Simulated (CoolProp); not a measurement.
Properties of toluene along the isobar 3.63 MPa.

The numbers come from the reference Helmholtz-energy equation of state, Lemmon 2006 in CoolProp. It is a short technical equation, of lower accuracy than the large ones.

```tsv
T (K)	phase	cv (kJ/(kg K))	Joule-Thomson coefficient (K/MPa)	isothermal compressibility (1/MPa)	viscosity (µPa s)	fugacity coefficient
262	liquid	1.163	-0.5133	0.0006979	944	0.0001404
281.4	liquid	1.215	-0.4888	0.0007939	706	0.0004863
300.7	liquid	1.271	-0.4625	0.0009057	552	0.001387
320.1	liquid	1.330	-0.4344	0.001039	446	0.003416
339.4	liquid	1.391	-0.4047	0.001197	369	0.007401
358.7	liquid	1.452	-0.3732	0.001388	312	0.01449
378.1	liquid	1.513	-0.3390	0.001625	268	0.02611
397.4	liquid	1.574	-0.3015	0.001921	233	0.04368
416.8	liquid	1.635	-0.2588	0.002300	205	0.06888
436.1	liquid	1.694	-0.2093	0.002797	181	0.1028
455.5	liquid	1.753	-0.1489	0.003473	161	0.1469
474.8	liquid	1.811	-0.07273	0.004424	143	0.2014
```

Viscosity comes from a separate model (Avgeri 2015).
